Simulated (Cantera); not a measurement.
Feed: 1 mol CaCl₂, 0.26 mol O₂, 0.16 mol H₂, 19 mol H₂O, equilibrated at 13.3 mbar.

Equilibrium computed with Cantera from the NASA thermochemical tables; the gas is ideal and each condensed phase is pure. Candidate condensed phases: Ca, CaCl₂, CaO, Ca(OH)₂, H₂O; 21 gas species. Condensed phases not in the tables: oxide chlorides. Kinetics and transport are ignored.

Question: At 2100 K, list the 6 most abundant gas species with their mole fractions, and the condensed phases.

Answer: H₂O 0.841, HCl 0.0699, H₂ 0.0314, O₂ 0.0189, OH 0.0153, CaCl₂ 0.00900. Condensed: CaO(s).
